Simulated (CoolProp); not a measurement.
A Linde-Hampson liquefier for carbon monoxide: isothermal reversible compression at 200 K from 1 atm to 30 MPa, throttling to 1 atm, return gas leaving the recuperator 10 K below the feed. Each further row changes one setting.

Model: reference Helmholtz-energy equation of state, Lemmon 2006, in CoolProp. It is a short technical equation, of lower accuracy than the large ones.

```csv
case,liquid yield per pass,compression work (kJ/kg of gas)
as stated,(withheld),316
high pressure 60 MPa,(withheld),(withheld)
warm-end temperature 230 K,(withheld),(withheld)
warm-end gap 15 K,(withheld),316
```

**Question.** What belongs in the gaps?

**Answer.** 
- as stated, liquid yield per pass: 0.257
- high pressure 60 MPa, liquid yield per pass: 0.229
- high pressure 60 MPa, compression work (kJ/kg of gas): 370
- warm-end temperature 230 K, liquid yield per pass: 0.182
- warm-end temperature 230 K, compression work (kJ/kg of gas): 376
- warm-end gap 15 K, liquid yield per pass: 0.245
